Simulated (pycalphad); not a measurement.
An equivalent pycalphad script:

```python
from pycalphad import Database, equilibrium, calculate, variables as v
import numpy as np
db = Database('COST507.tdb')
comps = ['AL', 'FE', 'SI', 'VA']
phases = ['AL13FE4', 'AL2FE', 'AL5FE2', 'AL5FE4', 'ALFESI_ALPHA', 'ALFESI_BETA', 'ALFESI_DELTA', 'ALFESI_GAMMA', 'ALFESI_TAU1', 'ALFESI_TAU3', 'BCC_B2', 'DIAMOND_A4', 'FCC_A1', 'FE2SI', 'FE5SI3', 'FESI', 'FESI2_H', 'FESI2_L', 'LIQUID']
eq = equilibrium(db, comps, phases, {v.X('FE'): 0.0222, v.X('SI'): 0.0923, v.T: np.arange(1850, 499, -75), v.P: 101325, v.N: 1}, output=['HM', 'SM'])
```

CALPHAD calculation (pycalphad, COST 507 light-alloy database (1999)), 1 atm. These are 1990s assessments: newer ones move some temperatures and phases. Phase fractions are per mole of atoms.

Results at three of the temperatures:

```
T = 1625.00 K, P = 101325 Pa, N = 1 mol of atoms
G = -98802 J/mol, H = 50933 J/mol, S = 92.14 J/(mol K)  (SER reference)
chemical potentials (J/mol): Al -95582, Fe -196005, Si -106312
phase             fraction      x(Al)      x(Fe)      x(Si)
LIQUID              1.0000     0.8855     0.0222     0.0923
```

```
T = 1325.00 K, P = 101325 Pa, N = 1 mol of atoms
G = -72091 J/mol, H = 41482 J/mol, S = 85.71 J/(mol K)  (SER reference)
chemical potentials (J/mol): Al -69508, Fe -167094, Si -74018
phase             fraction      x(Al)      x(Fe)      x(Si)
LIQUID              1.0000     0.8855     0.0222     0.0923
```

```
T = 650.00 K, P = 101325 Pa, N = 1 mol of atoms
G = -24308 J/mol, H = 6626 J/mol, S = 47.59 J/(mol K)  (SER reference)
chemical potentials (J/mol): Al -22386, Fe -137128, Si -15618
phase             fraction      x(Al)      x(Fe)      x(Si)
FCC_A1              0.7834     0.9981    8.4e-07     0.0019
ALFESI_BETA         0.1480     0.7000     0.1500     0.1500
DIAMOND_A4          0.0686   6.54e-09       none     1.0000
```

Changes of the phase set, refined by bisection:

```
T (K)                         phases above                         phases below
-----  -----------------------------------  -----------------------------------
972.2                               liquid                ALFESI_ALPHA + liquid
951.5                ALFESI_ALPHA + liquid  ALFESI_ALPHA + ALFESI_BETA + liquid
948.3  ALFESI_ALPHA + ALFESI_BETA + liquid                 ALFESI_BETA + liquid
875.4                 ALFESI_BETA + liquid           ALFESI_BETA + fcc + liquid
848.9           ALFESI_BETA + fcc + liquid     ALFESI_BETA + diamond (Si) + fcc
```

Database names, with the compositions (at.%) that they take in these runs: ALFESI_BETA: Al 70 Fe 15 Si 15; ALFESI_ALPHA: Al 72 Fe 19 Si 9. FCC_A1 is fcc; DIAMOND_A4 is diamond (Si). An entry "none" or "no" means that the model of the phase leaves that element out.
